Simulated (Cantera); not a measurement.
Standard-state values (1 bar) from the NASA 1993 polynomials, evaluated with Cantera. Values are per mole of reaction as written; species without (g) are pure solids or liquids, kept so even where they would boil at 1 bar.

### Question
Between 550 and 1075 K, where is each reaction favourable under standard conditions?
- 3 MgF₂ + 6 H(g) + O₃(g) → 6 HF(g) + 3 MgO

### Answer
- 3 MgF₂ + 6 H(g) + O₃(g) → 6 HF(g) + 3 MgO: ΔG° is -1524 kJ at 550 K and -1497 kJ at 1075 K; it stays negative (K > 1). ΔH° is -1580 kJ and ΔS° -77 J/K at 1075 K.
